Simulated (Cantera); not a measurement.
Mixture: CH4 : CO : O2 : N2 : H2O = 1 : 0.076 : 3.85 : 14.5 : 0.048 (molar parts), equivalence ratio 0.53, at 3750 Torr, adiabatic and at constant volume. Ignition delay is the time to a rise of 400 K.

Model: GRI-Mech 3.0 (53 species, 325 reactions), integrated in Cantera.

**Question.** Predict: delay at 1125 K; delay at 1325 K; delay at 1525 K; delay at 1725 K; delay at 1925 K; apparent activation energy between 1725 and 1925 K.

**Answer.** 
```
Quantity                                                 Value
--------------------------------------------------  ----------
delay at 1125 K                                        21.1 ms
delay at 1325 K                                        1.58 ms
delay at 1525 K                                       0.201 ms
delay at 1725 K                                        40.7 µs
delay at 1925 K                                        12.1 µs
apparent activation energy between 1725 and 1925 K  170 kJ/mol
```
